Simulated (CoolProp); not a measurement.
Vapour-liquid equilibrium of dimethyl ether (1) + R236EA (2) at 108 kPa; x and y are mole fractions of (1).

Computed with CoolProp (multi-fluid Helmholtz-energy mixture model, Wu 2011 and Rui 2013; pair parameters Bell 2016).

| x | bubble temperature (K) | y at the bubble point | dew temperature at overall composition x (K) | liquid density (mol/L) |
|---|---|---|---|---|
| 0.05 | 280.6 | 0.061 | 280.7 | 9.948 |
| 0.2 | 279.1 | 0.269 | 279.7 | ? |
| 0.35 | 276.1 | 0.511 | 278.3 | 11.43 |
| 0.5 | ? | 0.740 | 276.3 | 12.33 |
| 0.65 | 263.8 | 0.898 | 273.3 | 13.34 |
| 0.8 | 256.7 | 0.972 | 268.7 | ? |
| 0.95 | 251.1 | 0.997 | ? | 15.54 |

What belongs in the gaps?


- 0.2, liquid density (mol/L): 10.64
- 0.5, bubble temperature (K): 270.8
- 0.8, liquid density (mol/L): 14.42
- 0.95, dew temperature at overall composition x (K): 259.5

No azeotrope shows between x = 0.05 and 0.95.

Pair parameters are fitted to limited data, so mixtures are less certain than the pure fluids.
